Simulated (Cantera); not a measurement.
**Fluorocarbon and chlorocarbon gases: CHF₃ + HCl + H₂**

A closed system holds: 1 mol CHF₃, 0.079 mol HCl, 9.3 mol H₂, at 600 K.

Equilibrium computed with Cantera from the NASA thermochemical tables; the gas is ideal and each condensed phase is pure. Candidate condensed phases: C, C₆H₆, C₇H₈, C₈H₁₈; 118 gas species. Rates play no part.

| P (Pa) | log p H₂ | log p HF | log p CH₄ | log p HCl | log p H₂F₂ | log p C₂H₆ | n C(graphite) |
|---|---|---|---|---|---|---|---|
| 1 | -5.14 | -5.58 | -8.30 | -7.16 | -14.53 | <-17 | 0.994 |
| 3.60 | -4.58 | -5.02 | -7.19 | -6.60 | -13.42 | -16.03 | 0.980 |
| 13 | -4.03 | -4.46 | -6.08 | -6.04 | -12.30 | -14.37 | 0.928 |
| 46 | -3.49 | -3.91 | -5.01 | -5.49 | -11.19 | -12.75 | 0.762 |
| 170 | -2.96 | -3.32 | -3.95 | -4.90 | -10.02 | -11.16 | 0.289 |
| 600 | -2.44 | -2.76 | -3.24 | -4.34 | -8.90 | -10.27 | 0 |
| 2200 | -1.87 | -2.20 | -2.67 | -3.78 | -7.77 | -9.70 | 0 |
| 7700 | -1.33 | -1.65 | -2.13 | -3.23 | -6.68 | -9.16 | 0 |
| 28000 | -0.77 | -1.09 | -1.57 | -2.67 | -5.56 | -8.60 | 0 |
| 100000 | -0.22 | -0.54 | -1.02 | -2.12 | -4.45 | -8.05 | 0 |
log p: log10 of the partial pressure in bar; n: condensed amount in mol.

From 1.00 Pa to 170 Pa the condensed part is C(graphite). From 600 Pa to 100000 Pa nothing is condensed. The main C-bearing gas is CH₄ throughout.
